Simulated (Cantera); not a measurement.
An adiabatic, constant-pressure homogeneous reactor starts with C3H8 : O2 : N2 : CO2 = 1 : 2.78 : 10.4 : 0.37 (molar parts), equivalence ratio 1.8, at 1598 K and 760 Torr.

Cantera simulation using GRI-Mech 3.0 (53 species, 325 reactions); the numbers are that mechanism's predictions, not measurements. GRI-Mech 3.0 was tuned for natural gas; its chemistry of propane as a main component is partial and can be far from experiment.

Predict: time of steepest temperature rise; temperature at 10.0 s; equilibrium temperature; x(O2) at 10.0 s; x(CH2O) at 10.0 s; x(H) at 10.0 s.


```json
{
 "time_of_steepest_temperature_rise": "43.4 µs",
 "temperature at 10.0 s": "2686 K",
 "equilibrium_temperature": "2686 K",
 "x(O2) at 10.0 s": "0.000360 (gas-phase equilibrium 0.000360)",
 "x(CH2O) at 10.0 s": "5.60e-9 (gas-phase equilibrium 5.60e-9)",
 "x(H) at 10.0 s": "0.0160 (gas-phase equilibrium 0.0160)"
}
```
